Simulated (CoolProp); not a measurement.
The numbers come from the reference Helmholtz-energy equation of state, Gao 2022 in CoolProp.

Question: Give the vapour pressure (bar), vapour density (kg/m³), liquid cp (kJ/(kg K)) of saturated n-perfluorohexane at 370.3, 387 K.

Answer: 
```csv
T (K),p (bar),vapour density (kg/m³),liquid cp (kJ/(kg K))
370.3,3.30,42.6,1.17
387,4.97,65.6,1.21
```
